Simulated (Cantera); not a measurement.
An isothermal, constant-pressure homogeneous reactor starts with 3.85 % C₂H₆, 96.2 % N₂, at 1223 K and 0.000503 atm.

Model: GRI-Mech 3.0 (53 species, 325 reactions), integrated in Cantera. GRI-Mech 3.0 stops at C3 and has no aromatics, soot or wall deposition, so with more carbon than oxygen in the feed, carbon stays in small species such as C2H2 where larger ones or solid carbon would form. Radical loss at walls, strong at low pressure, is not modelled.

Question: Predict: x(C₂H₆) at 20.0 s; x(CH₄) at 20.0 s; x(C₂H₂) at 20.0 s; x(H) at 20.0 s; x(H₂) at 20.0 s.

Answer: 
```
Quantity                                              Value
-----------------  ----------------------------------------
x(C₂H₆) at 20.0 s  3.35e-5 (gas-phase equilibrium 1.92e-11)
x(CH₄) at 20.0 s     0.0131 (gas-phase equilibrium 3.94e-5)
x(C₂H₂) at 20.0 s     0.0158 (gas-phase equilibrium 0.0148)
x(H) at 20.0 s      6.24e-6 (gas-phase equilibrium 3.58e-6)
x(H₂) at 20.0 s       0.0393 (gas-phase equilibrium 0.0714)
```
